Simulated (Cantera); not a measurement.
Input (Python, Cantera):

```python
import numpy as np
import cantera as ct

gas = ct.Solution("gri30.yaml")
gas.TPX = 1225, 2100, {'N2O': 0.28, 'O2': 0.29}
reactor = ct.IdealGasConstPressureReactor(gas, energy="off", clone=False)
net = ct.ReactorNet([reactor])
net.rtol, net.atol = 1e-08, 1e-18
show = ['N2O', 'O2', 'O', 'NO', 'NO2', 'N2']
times = np.geomspace(0.0001, 100, 13)

steps = ct.SolutionArray(gas, extra=["t"])
rows = []
print(f"{'t/s':>10s}{'T/K':>9s}{'P/Pa':>11s}" + "".join(f"{s:>11s}" for s in show))
for t in times:
    while net.time < t:
        t_next = net.step()
        steps.append(gas.state, t=t_next)
    rows.append([np.interp(t, steps.t, y) for y in (steps.T, steps.P, *steps(*show).X.T)])
    print(f"{t:10.3e}{rows[-1][0]:9.1f}{rows[-1][1]:11.4g}" + "".join(f"{x:11.3e}" for x in rows[-1][2:]))
rate = np.gradient(steps.T, steps.t)
print("integrator steps:", len(steps.t))
if steps.T.max() > steps.T[0] + 200:
    print(f"time of steepest temperature rise: {steps.t[rate.argmax()]:.4e} s")
gas.TPX = 1225, 2100, {'N2O': 0.28, 'O2': 0.29}
gas.equilibrate("TP")
print(f"equilibrium (TP): T = {gas.T:.1f} K  " + "  ".join(f"{s} {gas[s].X[0]:.3e}" for s in show))
```

It prints:

```
       t/s      T/K       P/Pa        N2O         O2          O         NO        NO2         N2
 1.000e-04   1225.0       2100  4.912e-01  5.088e-01  4.612e-07  1.037e-08  2.448e-16  5.460e-07
 3.162e-04   1225.0       2100  4.912e-01  5.088e-01  1.205e-06  9.118e-08  8.197e-15  1.951e-06
 1.000e-03   1225.0       2100  4.912e-01  5.088e-01  2.274e-06  6.425e-07  2.464e-13  7.528e-06
 3.162e-03   1225.0       2100  4.912e-01  5.088e-01  2.672e-06  3.073e-06  4.779e-12  2.780e-05
 1.000e-02   1225.0       2100  4.911e-01  5.088e-01  2.679e-06  1.105e-05  6.029e-11  9.301e-05
 3.162e-02   1225.0       2100  4.908e-01  5.088e-01  2.679e-06  3.625e-05  6.390e-10  2.992e-04
 1.000e-01   1225.0       2100  4.900e-01  5.090e-01  2.679e-06  1.159e-04  6.194e-09  9.502e-04
 3.162e-01   1225.0       2100  4.873e-01  5.094e-01  2.679e-06  3.664e-04  5.301e-08  3.000e-03
 1.000e+00   1225.0       2100  4.788e-01  5.106e-01  2.679e-06  1.148e-03  3.463e-07  9.393e-03
 3.162e+00   1225.0       2100  4.532e-01  5.145e-01  2.677e-06  3.514e-03  1.492e-06  2.875e-02
 1.000e+01   1225.0       2100  3.823e-01  5.252e-01  2.672e-06  1.006e-02  4.779e-06  8.240e-02
 3.162e+01   1225.0       2100  2.295e-01  5.483e-01  2.651e-06  2.415e-02  1.215e-05  1.981e-01
 1.000e+02   1225.0       2100  5.293e-02  5.751e-01  2.486e-06  4.021e-02  2.174e-05  3.318e-01
integrator steps: 600
equilibrium (TP): T = 1225.0 K  N2O 2.014e-09  O2 6.055e-01  O 2.274e-07  NO 2.847e-04  NO2 1.049e-06  N2 3.942e-01
```

Cantera simulation using GRI-Mech 3.0 (53 species, 325 reactions); the numbers are that mechanism's predictions, not measurements. GRI-Mech 3.0 was tuned for natural gas; its chemistry of N2O as a main component is partial and can be far from experiment. Radical loss at walls, strong at low pressure, is not modelled. The mechanism lacks the step 2 NO + O2 → 2 NO2, which can matter for NO2 below about 1400 K. The temperature is held fixed by assumption; the heat of reaction is taken as removed at once.
